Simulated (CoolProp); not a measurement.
Vapour-liquid equilibrium of R22 (1) + c-C4F8 (RC318) (2) at 1780 kPa; x and y are mole fractions of (1).

The numbers come from the multi-fluid Helmholtz-energy mixture model, Kamei 1995 and Platzer 1990; pair parameters Bell 2016 in CoolProp. This equation is an older, rougher fit; its heat capacities, sound speeds and derivatives of the liquid may be far off and weren't checked against measurements.

```json
[
 {"x": "0.05", "bubble temperature, mixture model (K)": "364.2", "bubble temperature, Raoult's law (K)": "362.4", "y, mixture model": "0.073", "y, Raoult's law": "0.123"},
 {"x": "0.2", "bubble temperature, mixture model (K)": "354.4", "bubble temperature, Raoult's law (K)": "352.4", "y, mixture model": "0.326", "y, Raoult's law": "0.406"},
 {"x": "0.35", "bubble temperature, mixture model (K)": "342.4", "bubble temperature, Raoult's law (K)": "344.1", "y, mixture model": "0.561", "y, Raoult's law": "0.601"},
 {"x": "0.5", "bubble temperature, mixture model (K)": "332.7", "bubble temperature, Raoult's law (K)": "337.0", "y, mixture model": "0.715", "y, Raoult's law": "0.741"},
 {"x": "0.65", "bubble temperature, mixture model (K)": "326.5", "bubble temperature, Raoult's law (K)": "330.9", "y, mixture model": "0.808", "y, Raoult's law": "0.844"},
 {"x": "0.8", "bubble temperature, mixture model (K)": "322.5", "bubble temperature, Raoult's law (K)": "325.6", "y, mixture model": "0.879", "y, Raoult's law": "0.922"},
 {"x": "0.95", "bubble temperature, mixture model (K)": "319.9", "bubble temperature, Raoult's law (K)": "320.8", "y, mixture model": "0.961", "y, Raoult's law": "0.983"}
]
```

The largest gap from Raoult's law is -4.4 K in bubble temperature, at x = 0.65. No azeotrope shows between x = 0.05 and 0.95.

The pair parameters rest on a limited set of measurements; away from them the model extrapolates. The gap from Raoult's law changes sign with composition, which may be real or a fault of the pair parameters; it wasn't checked against measurements.
